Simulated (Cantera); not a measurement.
**Thermodynamics of titanium nitride, carbide and oxide coatings, feed Ti + H2O + N2**

A closed system holds: 1 mol Ti, 3.2 mol H2O, 1.8 mol N2, equilibrated at 180 Torr.

Equilibrium computed with Cantera from the NASA thermochemical tables; the gas is ideal and each condensed phase is pure. Candidate condensed phases: H2O, Ti, TiN, TiO, TiO2, Ti2O3, Ti3O5, Ti4O7; 27 gas species. Mutual solubility and eutectic melting of coexisting phases are not modelled. Condensed phases not in the tables: Magnéli phases beyond Ti4O7. Gases not in the tables: TiO(OH)2. The numbers say what is thermodynamically allowed, not how fast it happens.

```
T (°C)   x H2   x N2  x H2O       x H      x OH  n TiO2(rutile)  n Ti4O7(l)
------  -----  -----  -----  --------  --------  --------------  ----------
1527    0.400  0.360  0.240  0.000462   1.83e-5            1.00           0
1552    0.400  0.360  0.240  0.000568   2.38e-5            1.00           0
1577    0.400  0.360  0.240  0.000695   3.08e-5            1.00           0
1602    0.399  0.360  0.240  0.000846   3.96e-5            1.00           0
1627    0.399  0.360  0.240   0.00102   5.05e-5           1.000           0
1652    0.399  0.360  0.240   0.00123   6.40e-5           1.000           0
1677    0.399  0.360  0.240   0.00148   8.06e-5           1.000           0
1702    0.399  0.360  0.240   0.00176  0.000101           1.000           0
1727    0.399  0.360  0.240   0.00210  0.000126           1.000           0
1752    0.398  0.360  0.240   0.00248  0.000156           1.000           0
1777    0.382  0.359  0.255   0.00286  0.000209           0.688      0.0780
1802    0.348  0.359  0.289   0.00321  0.000304               0       0.250
1827    0.348  0.359  0.289   0.00375  0.000371               0       0.250
```
x: gas mole fraction; n: condensed amount in mol.

From 1527 °C to 1752 °C the condensed part is TiO2(rutile). At 1777 °C the condensed part is TiO2(rutile) + Ti4O7(l). From 1802 °C to 1827 °C the condensed part is Ti4O7(l).
